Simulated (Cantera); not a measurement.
Input: 1 mol SiHCl3, 7.9 mol NH3, 14 mol N2, held at 1200 K and 1.00 Torr.

Equilibrium computed with Cantera from the NASA thermochemical tables; the gas is ideal and each condensed phase is pure. Candidate condensed phases: NH4Cl, Si, Si3N4; 28 gas species. The tables' values for SiCl3 are old estimates; treat these amounts as uncertain. Kinetics and transport are ignored.

Base state: N2 0.555, H2 0.349, HCl 0.0961, SiCl2 7.13e-5, SiCl4 1.79e-5, SiCl3 1.21e-5 (mole fractions); condensed: Si3N4(s).

Q: What changes in the equilibrium state with this change: NH3 from 7.9 to 0.25 mol?

A: 
| species | before | after |
|---|---|---|
| N2 | 0.555 | 0.872 |
| HCl | 0.0961 | 0.0943 |
| SiCl4 | 1.79e-5 | 0.0212 |
| H2 | 0.349 | 0.00838 |
| SiCl3 | 1.21e-5 | 0.00226 |
| SiCl2 | 7.13e-5 | 0.00211 |
| Si3N4(s), mol | 0.332 | 0.199 |

Q: What changes in the equilibrium state with this change: temperature from 1200 K to 1700 K?

A: 
```tsv
species	before	after
N2	0.555	0.563
H2	0.349	0.362
HCl	0.0961	0.0480
SiCl2	7.13e-5	0.0228
Si	<1e-9	0.000509
SiCl	<1e-9	0.000240
SiH	<1e-9	1.73e-5
Si2N	<1e-9	1.53e-5
H	3.19e-6	0.00243
Si3N4(s), mol	0.332	0
Si(l), mol	0	0.247
```
The tables' values for SiCl, SiCl3 are old estimates; treat these amounts as uncertain.
